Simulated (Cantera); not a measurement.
A closed system holds: 1 mol Si, 1.7 mol F2, 1.2 mol SF6, held at 677 °C and 0.00133 bar.

Cantera equilibrium calculation (NASA polynomials, part measured and part estimated; ideal gas, pure solids and liquids). Candidate condensed phases: S, Si; 21 gas species. The tables' values for SF3, SF5 are old estimates; treat these amounts as uncertain. Equilibrium is a limit: real reactors are often held back by kinetics, nucleation or transport.

Base state: SiF4 0.455, SF6 0.409, SF4 0.136, SF3 0.000150, SF2 2.11e-5, SF5 2.09e-5 (mole fractions); condensed: gas only.

### Question
What changes in the equilibrium state with this change: temperature from 677 °C to 1450 °C?

### Answer
```
species        before     after
-----------  --------  --------
F             6.95e-6     0.651
SF2           2.11e-5     0.171
SiF4            0.455     0.159
SF6             0.409   5.58e-8
SF3          0.000150    0.0111
SF4             0.136   0.00396
SF              <1e-9   0.00265
S2F2 (SSF2)     <1e-9  0.000546
S               <1e-9   5.57e-5
```
The tables' values for SF3, S2F2 (SSF2) are old estimates; treat these amounts as uncertain.

### Question
What changes in the equilibrium state with this change: F2 from 1.7 to 0.97 mol?

### Answer
| species | before | after |
|---|---|---|
| SF4 | 0.136 | 0.462 |
| SiF4 | 0.455 | 0.455 |
| SF6 | 0.409 | 0.0796 |
| SF3 | 0.000150 | 0.00213 |
| SF2 | 2.11e-5 | 0.00125 |
| SF5 | 2.09e-5 | 1.70e-5 |

### Question
What changes in the equilibrium state with this change: F2 from 1.7 to 2.7 mol?

### Answer
| species | before | after |
|---|---|---|
| SF6 | 0.409 | 0.347 |
| F | 6.95e-6 | 0.323 |
| SiF4 | 0.455 | 0.289 |
| SF4 | 0.136 | <1e-9 |
| F2 | <1e-9 | 0.0410 |
| SF3 | 0.000150 | <1e-9 |
| SF2 | 2.11e-5 | <1e-9 |
| SF5 | 2.09e-5 | <1e-9 |
